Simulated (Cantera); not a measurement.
# Thermodynamics of abatement and gas-phase synthesis, feed N₂O + H₂O

Feed: 1 mol N₂O, a varied amount of H₂O, held at 2425 K and 0.133 bar.

Method: chemical equilibrium by Gibbs-energy minimisation in Cantera with the NASA 1993 tables (ideal gas, pure condensed phases). Candidate condensed phases: H₂O; 24 gas species. Kinetics and transport are ignored.

From 0.25 mol H₂O to 9.8 mol H₂O nothing is condensed.

| n(H₂O) (mol) | x H₂O | x N₂ | x O₂ | x OH | x H₂ | x NO | x O |
|---|---|---|---|---|---|---|---|
| 0.25 | 0.125 | 0.553 | 0.261 | 0.0222 | 0.00275 | 0.0188 | 0.0139 |
| 0.4 | 0.188 | 0.508 | 0.240 | 0.0266 | 0.00429 | 0.0172 | 0.0133 |
| 0.63 | 0.266 | 0.452 | 0.213 | 0.0308 | 0.00646 | 0.0153 | 0.0125 |
| 1 | 0.362 | 0.384 | 0.181 | 0.0344 | 0.00953 | 0.0130 | 0.0115 |
| 1.6 | 0.468 | 0.309 | 0.146 | 0.0371 | 0.0137 | 0.0105 | 0.0104 |
| 2.5 | 0.566 | 0.239 | 0.114 | 0.0384 | 0.0187 | 0.00815 | 0.00916 |
| 3.9 | 0.651 | 0.176 | 0.0872 | 0.0385 | 0.0247 | 0.00612 | 0.00801 |
| 6.2 | 0.722 | 0.123 | 0.0655 | 0.0377 | 0.0316 | 0.00443 | 0.00694 |
| 9.8 | 0.772 | 0.0835 | 0.0504 | 0.0366 | 0.0385 | 0.00320 | 0.00609 |
x: gas mole fraction; nothing condenses.
